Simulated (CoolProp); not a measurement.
Model: reference Helmholtz-energy equation of state, Penoncello 2003, in CoolProp.

Q: For CHF3 (R23), give the phase and the cv (kJ/(kg K)), viscosity (µPa s), conductivity (mW/(m K)) at -22.05 °C and 1.01 bar.

A: 
- -22.05 °C and 1.01 bar: gas; cv 0.550, viscosity 12.6, conductivity 11.1

Viscosity comes from a separate model (Shan 2000). Thermal conductivity comes from a separate model (Shan 2000).
